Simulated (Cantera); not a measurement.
Transport properties of process gases

Gas mixture: C₂H₄ : N₂ : CH₄ = 0.37 : 0.34 : 0.068 (molar parts), at 2550 Torr, frozen composition.

Cantera's kinetic-theory transport with the Lennard-Jones parameters of GRI-Mech 3.0, ideal gas; thermal conductivity in the multicomponent form. The composition is frozen, though it would react at the higher temperatures.

| T (K) | ρ (kg/m³) | cp (J/kg/K) | μ (µPa s) | λ (mW/m/K) | Pr | D (cm²/s) OH | D (cm²/s) NH₃ | D (cm²/s) CH₄ |
|---|---|---|---|---|---|---|---|---|
| 400 | 2.76 | 1534 | 16.8 | 34.5 | 0.746 | 0.139 | 0.0969 | 0.0970 |
| 550 | 2.01 | 1821 | 21.7 | 52.5 | 0.753 | 0.241 | 0.177 | 0.171 |
| 700 | 1.58 | 2064 | 26.0 | 71.1 | 0.755 | 0.364 | 0.276 | 0.260 |
| 850 | 1.30 | 2253 | 29.9 | 89.2 | 0.756 | 0.505 | 0.392 | 0.362 |
| 1000 | 1.10 | 2427 | 33.6 | 108 | 0.756 | 0.664 | 0.523 | 0.477 |
| 1150 | 0.960 | 2562 | 37.0 | 125 | 0.756 | 0.838 | 0.667 | 0.604 |
| 1300 | 0.849 | 2674 | 40.2 | 142 | 0.756 | 1.03 | 0.825 | 0.742 |
D: mixture-averaged diffusion coefficient of that species in the mixture.
